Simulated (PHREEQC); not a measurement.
Solution (25 °C): 0.21 mol/kgw HF, 0.0054 mol/kgw KF and 0.0001 mol/kgw H2SiF6. Closed to the air; pH follows from the charge balance.

Model: ion-association model, phreeqc.dat, run in PHREEQC.

```
quantity                   before    after
------------------------  -------  -------
pH                           1.89     2.04
ionic strength (mol/kgw)   0.0198   0.0157
F- (mol/kgw)               0.0114  0.00833
HF2- (mol/kgw)            0.00818  0.00707
SI of Quartz (SiO2)        -10.82    -8.64
```

Q: What was changed between the two runs?
(A) temperature from 25 to 85 °C
(B) temperature from 25 to 20 °C
(C) KF from 0.0054 to 0.0108 mol/kgw
(D) temperature from 25 to 60 °C
(E) HF from 0.21 to 0.231 mol/kgw

A: D, temperature from 25 to 60 °C

Precipitation was switched off in this run. Constants without temperature data keep their 25 °C values here. SiF6-2 is the database's only silicon fluoride.
